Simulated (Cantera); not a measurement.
**Thermodynamics of iron carbonyl, mercury and lead vapours, feed Hg + H2**

Charge: 1 mol Hg, 4.7 mol H2, at 101000 Pa.

Method: chemical equilibrium by Gibbs-energy minimisation in Cantera with the NASA 1993 tables (ideal gas, pure condensed phases). Candidate condensed phases: Hg; 3 gas species. The numbers say what is thermodynamically allowed, not how fast it happens.

At 500 K the condensed part is Hg(l). From 600 K to 1600 K nothing is condensed. The main Hg-bearing gas is Hg throughout.

| T (K) | log p H2 | log p Hg | log p H | n Hg(l) |
|---|---|---|---|---|
| 500 | -0.02 | -1.28 | <-11 | 0.746 |
| 600 | -0.08 | -0.75 | <-11 | 0 |
| 700 | -0.08 | -0.75 | <-11 | 0 |
| 800 | -0.08 | -0.75 | -11.58 | 0 |
| 900 | -0.08 | -0.75 | -9.97 | 0 |
| 1000 | -0.08 | -0.75 | -8.68 | 0 |
| 1100 | -0.08 | -0.75 | -7.63 | 0 |
| 1200 | -0.08 | -0.75 | -6.74 | 0 |
| 1300 | -0.08 | -0.75 | -6.00 | 0 |
| 1400 | -0.08 | -0.75 | -5.35 | 0 |
| 1500 | -0.08 | -0.75 | -4.79 | 0 |
| 1600 | -0.08 | -0.75 | -4.30 | 0 |
log p: log10 of the partial pressure in bar; n: condensed amount in mol.
